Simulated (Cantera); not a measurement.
Input: 1 mol CH3SiCl3, 0.16 mol C3H8, 11 mol H2, equilibrated at 1.40 mbar.

Cantera equilibrium calculation (NASA polynomials, part measured and part estimated; ideal gas, pure solids and liquids). Candidate condensed phases: C, C6H6, C7H8, C8H18, Si, SiC; 109 gas species. The feed counts by its element totals alone. Gases not in the tables: Si2H6 and higher silanes. Rates play no part.

Problem. Which condensed phases are stable at each of these points (T (K)): 1075, 1225, 1375, 1525, 1675, 1825, 1975, 2125, 2275, 2425, 2575?

Solution. 
```csv
T (K),condensed phases,Si condensed (%)
1075,C(graphite) + SiC(s),98.1
1225,C(graphite) + SiC(s),99.4
1375,C(graphite) + SiC(s),99.0
1525,C(graphite) + SiC(s),98.0
1675,C(graphite) + SiC(s),96.4
1825,C(graphite) + SiC(s),94.1
1975,C(graphite) + SiC(s),89.5
2125,C(graphite) + SiC(s),68.3
2275,C(graphite),0.0
2425,C(graphite),0.0
2575,C(graphite),0.0
```

From 1075 K to 2125 K the condensed part is C(graphite) + SiC(s). From 2275 K to 2575 K the condensed part is C(graphite).
